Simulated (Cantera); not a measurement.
A freely propagating, adiabatic, planar premixed flame of H2 : O2 : N2 = 1 : 0.385 : 1.69 (molar parts), equivalence ratio 1.3, unburnt at 448 K and 0.257 atm; mixture-averaged transport, grid criteria slope 0.08 and curve 0.16, no radiation.

Detailed kinetics in Cantera: the H2/O2 subset of GRI-Mech 3.0, which has no nitrogen chemistry. Burning velocities carry a grid error of a few per cent, more on coarse grids.

x: mole fraction of selected species; z is measured from the peak of heat release.

```tsv
z (mm)	T (K)	u (m/s)	x H2	x O2	x O	x H2O2	x H	x OH
-7.52	448	4.03	0.325	0.125	<1e-8	<1e-8	<1e-8	<1e-8
-5.01	448	4.03	0.325	0.125	<1e-8	<1e-8	<1e-8	<1e-8
-3.76	448	4.03	0.325	0.125	<1e-8	<1e-8	<1e-8	<1e-8
-2.51	448	4.03	0.325	0.125	<1e-8	<1e-8	<1e-8	<1e-8
-1.25	455	4.09	0.323	0.125	?	2.35e-6	5.17e-5	2.14e-5
-0.626	661	5.83	0.294	0.120	?	1.19e-5	0.00680	0.000583
0	1101	9.40	0.176	0.0788	?	8.98e-7	0.0530	0.00229
0.626	1381	11.7	0.0829	0.0224	0.00817	9.52e-7	0.0845	0.00590
1.25	1498	12.6	0.0718	0.0125	0.00770	7.60e-7	0.0810	0.00757
2.51	1624	13.5	0.0746	0.00995	?	4.92e-7	0.0685	0.00908
5.01	1762	14.5	0.0780	0.00779	?	2.67e-7	0.0544	0.0102
10.0	1901	15.5	0.0801	0.00554	?	1.37e-7	0.0407	0.0105
20.0	2029	16.4	0.0811	0.00348	?	7.31e-8	0.0288	0.00973
```

Q: Fill in the missing entries.

A: 
- -1.25, x O: 2.71e-6
- -0.626, x O: 0.000163
- 0, x O: 0.00473
- 2.51, x O: 0.00689
- 5.01, x O: 0.00560
- 10.0, x O: 0.00402
- 20.0, x O: 0.00251
